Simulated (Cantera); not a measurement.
Input (Python, Cantera):

```python
import numpy as np
import cantera as ct

gas = ct.Solution("gri30.yaml")
gas.TPX = 325, 72000, {'CH3OH': 1, 'O2': 1.36, 'N2': 5.13}
flame = ct.FreeFlame(gas, width=0.05)
flame.set_refine_criteria(ratio=3, slope=0.08, curve=0.16)
flame.transport_model = "mixture-averaged"
flame.solve(loglevel=0, auto=True)
z, T = flame.grid, flame.T
thick = (T[-1] - T[0]) / np.gradient(T, z).max()
show = ['CH3OH', 'O2', 'HCO', 'C2H', 'HCN', 'CO2']
print(f"laminar burning velocity  {flame.velocity[0] * 100:.3f} cm/s")
print(f"burnt temperature         {T[-1]:.1f} K")
print(f"thermal thickness         {thick * 1e3:.4f} mm")
print(f"grid points               {len(z)}")
z0 = z[flame.heat_release_rate.argmax()]
print(f"{'z/mm':>9s}{'T/K':>9s}{'u/(m/s)':>9s}" + "".join(f"{s:>11s}" for s in show))
rows = []
for k in (-3, -2, -1.5, -1, -0.5, -0.25, 0, 0.25, 0.5, 1, 2, 4, 8):
    zz = z0 + k * thick
    rows.append([k * thick, np.interp(zz, z, T), np.interp(zz, z, flame.velocity),
                 *(np.interp(zz, z, flame.X[gas.species_index(s)]) for s in show)])
    print(f"{rows[-1][0] * 1e3:9.3f}{rows[-1][1]:9.1f}{rows[-1][2]:9.3f}" + "".join(f"{x:11.3e}" for x in rows[-1][3:]))
```

Result:

```
laminar burning velocity  58.575 cm/s
burnt temperature         2229.6 K
thermal thickness         0.3976 mm
grid points               131
     z/mm      T/K  u/(m/s)      CH3OH         O2        HCO        C2H        HCN        CO2
   -1.193    325.1    0.587  1.334e-01  1.813e-01  1.055e-23 -1.794e-38  7.355e-13  9.098e-08
   -0.795    326.5    0.591  1.329e-01  1.807e-01  1.654e-19  4.679e-34  2.670e-11  3.143e-06
   -0.596    332.9    0.605  1.322e-01  1.795e-01  9.933e-18  3.984e-32  1.844e-10  2.122e-05
   -0.398    390.0    0.717  1.286e-01  1.738e-01  3.253e-14  3.823e-27  2.800e-09  3.113e-04
   -0.199    786.7    1.503  9.718e-02  1.402e-01  3.051e-08  7.814e-17  4.133e-08  4.736e-03
   -0.099   1202.4    2.375  5.340e-02  1.025e-01  1.568e-05  1.356e-12  1.029e-07  1.233e-02
    0.000   1622.0    3.307  7.303e-03  6.168e-02  2.656e-04  4.247e-10  2.077e-07  2.539e-02
    0.099   1756.7    3.595  6.683e-05  3.756e-02  2.567e-05  9.728e-10  2.257e-07  4.115e-02
    0.199   1801.0    3.668  1.491e-07  2.516e-02  4.622e-07  1.697e-10  1.254e-07  5.492e-02
    0.398   1859.3    3.757  1.489e-10  1.701e-02  1.244e-07  1.575e-12  3.107e-08  7.077e-02
    0.795   1929.2    3.872  6.531e-14  1.306e-02  8.058e-08  6.269e-16  2.532e-09  8.024e-02
    1.591   2008.1    4.010  3.002e-16  1.011e-02  4.975e-08  2.474e-21  3.620e-11  8.387e-02
    3.181   2084.4    4.142  1.852e-16  7.201e-03  2.793e-08  2.629e-22  3.978e-12  8.689e-02
```

Computed with Cantera and GRI-Mech 3.0 (53 species, 325 reactions). GRI-Mech 3.0 was tuned for natural gas; its chemistry of methanol as a main component is partial and can be far from experiment. Burning velocities carry a grid error of a few per cent, more on coarse grids.
